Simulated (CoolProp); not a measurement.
A simple Rankine cycle with n-perfluoropentane: condensing at 311.15 K, boiler at 1 MPa, turbine inlet 387.2 K, turbine efficiency 0.8, pump efficiency 0.7, no recuperator. Each further row changes one setting.

Values from CoolProp's reference Helmholtz-energy equation of state, Gao 2022.

```csv
case,thermal efficiency (%),net work (kJ/kg),heat in (kJ/kg),turbine exit temperature (K),volume ratio over the turbine
as stated,9.7,13.9,144,359.1,9.20
turbine inlet 407.2 K,9.2,15.3,165,380.9,8.48
condensing temperature 303.15 K,10.6,16.1,152,356.3,12.2
boiler pressure 0.7 MPa,8.2,12.2,149,366.7,5.67
turbine efficiency 0.7,8.4,12.1,144,361.2,9.26
```
